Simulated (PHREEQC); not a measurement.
0.24 g of hydrous ferric oxide (600 m²/g; 0.2 weak and 0.005 strong sites per Fe, Dzombak-Morel constants, diffuse double layer) in 1 kg of water with 0.05 mol/kgw of an inert sodium salt and 0.0016 mmol/kgw H3BO3, at 25 °C; the pH is set by adding NaOH or the inert anion's acid. O2 is buffered at 0.21 atm. CO2 from the air is kept out. No solid was allowed to form.

Base run: PHREEQC, ion-association model, wateq4f.dat. Each further column changes one thing. The table gives surface charge σ (C/m²).

```csv
pH,base,background salt from 0.05 to 0.005 mol/kgw,oxide from 0.24 to 1.2 g/kgw
3,0.357,0.304,0.357
3.38,0.342,0.258,0.342
4.12,0.281,0.170,0.282
4.5,0.238,0.132,0.239
4.88,0.194,0.099,0.195
5.62,0.119,0.054,0.119
6,0.089,0.038,0.089
6.38,0.064,0.026,0.064
7.12,0.030,0.011,0.030
7.5,0.017,0.006,0.017
7.88,0.006,0.002,0.006
8.62,-0.014,-0.005,-0.014
9,-0.026,-0.009,-0.026
```

The oxide is taken as insoluble; below pH 4 it would dissolve.
